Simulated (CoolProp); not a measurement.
R1234ze(E) at several states: Z from the reference equation and from simpler models built on Tc = 382.5 K, pc = 3.635 MPa, ω = 0.313; each cubic takes its own stable root.

The numbers come from the reference Helmholtz-energy equation of state, Thol 2016 in CoolProp.

```tsv
T (K)	p (MPa)	phase	reference
409.2	9.73	supercritical	0.4134
191.1	5.16	liquid	0.2532
217.6	0.114	liquid	0.005171
238.8	2.55	liquid	0.1093
238.8	9.04	liquid	0.3834
```

### Question
How far does each simpler model (van der Waals, Peng-Robinson) lie from the reference over these 5 states: mean and median of the absolute difference, and the worst?

### Answer
- van der Waals: mean 3757.4 %, median 67.0 %, worst +18557.9 % at 217.6 K and 0.114 MPa
- Peng-Robinson: mean 2.6 %, median 2.3 %, worst +5.9 % at 409.2 K and 9.73 MPa

At some of these states van der Waals gives the other phase, because its saturation line lies elsewhere.
